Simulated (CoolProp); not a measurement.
R152A at 298.15 K and 0.388 MPa is throttled through a valve to 0.0574 MPa with no heat exchange. Each further row changes one setting.

The numbers come from the reference Helmholtz-energy equation of state, Outcalt 1996 in CoolProp. It is a modified Benedict-Webb-Rubin equation, recast in Helmholtz form.

```csv
case,temperature change (K),final density (kg/m³)
as stated,[?],[?]
outlet pressure 0.0172 MPa,[?],0.478
outlet pressure 0.0746 MPa,-9.5,[?]
```

Task: Fill in the missing entries.

Result: 
- as stated, temperature change (K): -10.0
- as stated, final density (kg/m³): 1.60
- outlet pressure 0.0172 MPa, temperature change (K): -11.3
- outlet pressure 0.0746 MPa, final density (kg/m³): 2.09
